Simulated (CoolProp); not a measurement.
The fluid at 298.15 K and 0.125 MPa expands adiabatically to 0.0104 MPa with isentropic efficiency 0.85. The same conditions are run with several fluids, on thermodynamics alone (safety and materials aside).

Model: reference Helmholtz-energy equation of state of each fluid (sulfur dioxide: Gao 2016; R13: Platzer 1990; R407C: Lemmon 2003; trans-2-butene: Lemmon 2005), in CoolProp. The equations of Platzer and Polt are older, rougher fits. Blends and air are pseudo-pure fits.

Question: Rank sulfur dioxide, R13, R407C, trans-2-butene by work (kJ/kg), highest first.

Answer: trans-2-butene (80.6), sulfur dioxide (65.3), R407C (51.5), R13 (42.4)

```
fluid           final temperature (K)                       final phase  final density (kg/m³)
--------------  ---------------------  --------------------------------  ---------------------
sulfur dioxide                  221.6  two-phase, vapour fraction 0.949                  0.383
R13                             225.5                               gas                  0.581
R407C                           228.3                               gas                  0.475
trans-2-butene                  239.3                               gas                  0.295
```
